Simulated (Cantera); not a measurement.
A closed system holds: 1 mol (CH₃)₂SiCl₂, 0.1 mol C₂H₄, 210 mol H₂, held at 1330 Pa.

These are equilibrium values from Cantera (NASA tables, ideal gas, pure condensed phases), not measurements of a reactor. Candidate condensed phases: C, C₆H₆, C₇H₈, C₈H₁₈, Si, SiC; 109 gas species. The feed counts by its element totals alone. Gases not in the tables: Si₂H₆ and higher silanes. Equilibrium is a limit: real reactors are often held back by kinetics, nucleation or transport.

Q: Which condensed phases are stable at each of these points (T (°C)): 1450, 1550, 1650, 1750, 1850, 1950, 2050?

A: 
| T (°C) | condensed phases | Si condensed (%) |
|---|---|---|
| 1450 | C(graphite) + SiC(s) | 99.9 |
| 1550 | C(graphite) + SiC(s) | 99.6 |
| 1650 | C(graphite) + SiC(s) | 98.4 |
| 1750 | C(graphite) + SiC(s) | 92.9 |
| 1850 | C(graphite) + SiC(s) | 70.4 |
| 1950 | C(graphite) | 0.0 |
| 2050 | gas only | 0.0 |

From 1450 °C to 1850 °C the condensed part is C(graphite) + SiC(s). At 1950 °C the condensed part is C(graphite). At 2050 °C nothing is condensed.
